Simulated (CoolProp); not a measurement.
Vapour-liquid equilibrium of n-hexane (1) + m-xylene (2) at 5.87 kPa; x and y are mole fractions of (1).

The numbers come from the multi-fluid Helmholtz-energy mixture model, Thol 2019 and Zhou 2012; pair parameters Bell 2016 in CoolProp.

```json
[
 {"x": "0.05", "bubble temperature (K)": "319.4", "y at the bubble point": "0.438", "dew temperature at overall composition x (K)": "329.5", "liquid density (mol/L)": "7.904"},
 {"x": "0.2", "bubble temperature (K)": "298.1", "y at the bubble point": "0.850", "dew temperature at overall composition x (K)": "326.1", "liquid density (mol/L)": "8.017"},
 {"x": "0.35", "bubble temperature (K)": "287.2", "y at the bubble point": "0.937", "dew temperature at overall composition x (K)": "322.1", "liquid density (mol/L)": "8.041"},
 {"x": "0.5", "bubble temperature (K)": "281.4", "y at the bubble point": "0.966", "dew temperature at overall composition x (K)": "317.3", "liquid density (mol/L)": "8.021"},
 {"x": "0.65", "bubble temperature (K)": "278.0", "y at the bubble point": "0.978", "dew temperature at overall composition x (K)": "311.1", "liquid density (mol/L)": "7.977"},
 {"x": "0.8", "bubble temperature (K)": "275.6", "y at the bubble point": "0.987", "dew temperature at overall composition x (K)": "302.2", "liquid density (mol/L)": "7.925"},
 {"x": "0.95", "bubble temperature (K)": "273.4", "y at the bubble point": "0.996", "dew temperature at overall composition x (K)": "284.8", "liquid density (mol/L)": "7.876"}
]
```

No azeotrope shows between x = 0.05 and 0.95.

The pair parameters rest on a limited set of measurements; away from them the model extrapolates.
